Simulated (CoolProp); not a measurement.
A single-stage vapour-compression cycle with the fluid: evaporating at 316.15 K (dew point), condensing at 339.15 K (bubble point), superheat 8 K, subcooling 2 K, compressor efficiency 0.65, no pressure losses. The same conditions are run with several fluids, on thermodynamics alone (safety and materials aside).

Values from CoolProp's reference Helmholtz-energy equation of state of each fluid (dimethyl carbonate: Zhou 2011; vinyl chloride: Thol 2022; R407C: Lemmon 2003; methanol: de Reuck 1993; R22: Kamei 1995; R236EA: Rui 2013). Blends and air are pseudo-pure fits.

| fluid | cooling COP | pressure ratio | discharge temperature (K) | refrigerating effect (kJ/kg) | volumetric capacity (kJ/m³) |
|---|---|---|---|---|---|
| dimethyl carbonate | 8.51 | 2.56 | 359.1 | 378 | 218 |
| vinyl chloride | [?] | [?] | [?] | 279 | 4700 |
| R407C | 5.70 | 1.89 | 363.6 | 133 | 9220 |
| methanol | 8.32 | 2.64 | 406.2 | 1110 | [?] |
| R22 | 7.20 | 1.67 | 362.2 | 141 | 9510 |
| R236EA | 7.97 | 1.91 | 346.5 | 126 | 2910 |

Task: Complete the blanks.

Result: 
- vinyl chloride, cooling COP: 8.11
- vinyl chloride, pressure ratio: 1.75
- vinyl chloride, discharge temperature (K): 365.9
- methanol, volumetric capacity (kJ/m³): 549
